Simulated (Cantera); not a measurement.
## Gas-phase reforming

An isothermal, constant-pressure homogeneous reactor starts with CH₄ : CO₂ = 1 : 0.33 (molar parts), at 1973 K and 23.0 bar.

Cantera simulation using GRI-Mech 3.0 (53 species, 325 reactions); the numbers are that mechanism's predictions, not measurements. GRI-Mech 3.0 stops at C3 and has no aromatics, soot or wall deposition, so with more carbon than oxygen in the feed, carbon stays in small species such as C2H2 where larger ones or solid carbon would form. The pressure lies above the range GRI-Mech 3.0 was tuned for (to about 10 atm).

```json
[
 {"t (s)": "4.00e-5", "x CH₄": "0.319", "x CO₂": "0.168", "x C₂H": "7.24e-7", "x CH₂CO": "1.82e-5", "x H₂O": "0.0213", "x C₂H₄": "0.0245", "x CH₂": "1.09e-6"},
 {"t (s)": "0.000155", "x CH₄": "0.144", "x CO₂": "0.0817", "x C₂H": "1.09e-6", "x CH₂CO": "5.34e-5", "x H₂O": "0.0777", "x C₂H₄": "0.0150", "x CH₂": "7.10e-7"},
 {"t (s)": "0.000598", "x CH₄": "0.0663", "x CO₂": "0.0133", "x C₂H": "1.21e-6", "x CH₂CO": "7.39e-5", "x H₂O": "0.118", "x C₂H₄": "0.0143", "x CH₂": "5.79e-7"},
 {"t (s)": "0.00231", "x CH₄": "0.0591", "x CO₂": "0.00675", "x C₂H": "9.82e-7", "x CH₂CO": "4.38e-5", "x H₂O": "0.0759", "x C₂H₄": "0.0131", "x CH₂": "3.99e-7"},
 {"t (s)": "0.00894", "x CH₄": "0.0570", "x CO₂": "0.00215", "x C₂H": "7.11e-7", "x CH₂CO": "1.63e-5", "x H₂O": "0.0214", "x C₂H₄": "0.0109", "x CH₂": "2.43e-7"},
 {"t (s)": "0.0346", "x CH₄": "0.0556", "x CO₂": "5.65e-5", "x C₂H": "6.16e-7", "x CH₂CO": "8.73e-6", "x H₂O": "0.000542", "x C₂H₄": "0.00993", "x CH₂": "1.97e-7"},
 {"t (s)": "0.134", "x CH₄": "0.0555", "x CO₂": "2.82e-6", "x C₂H": "6.13e-7", "x CH₂CO": "8.57e-6", "x H₂O": "2.74e-5", "x C₂H₄": "0.00990", "x CH₂": "1.96e-7"},
 {"t (s)": "0.517", "x CH₄": "0.0555", "x CO₂": "2.82e-6", "x C₂H": "6.13e-7", "x CH₂CO": "8.57e-6", "x H₂O": "2.74e-5", "x C₂H₄": "0.00990", "x CH₂": "1.96e-7"},
 {"t (s)": "2.00", "x CH₄": "0.0555", "x CO₂": "2.82e-6", "x C₂H": "6.13e-7", "x CH₂CO": "8.57e-6", "x H₂O": "2.74e-5", "x C₂H₄": "0.00990", "x CH₂": "1.96e-7"}
]
```
x: mole fraction; the columns are a selection and need not sum to one.

Equilibrium at this temperature and pressure: CH₄ 0.0555, CO₂ 2.86e-6, C₂H 6.13e-7, CH₂CO 8.59e-6, H₂O 2.78e-5, C₂H₄ 0.00990, CH₂ 1.96e-7 (gas phase only).
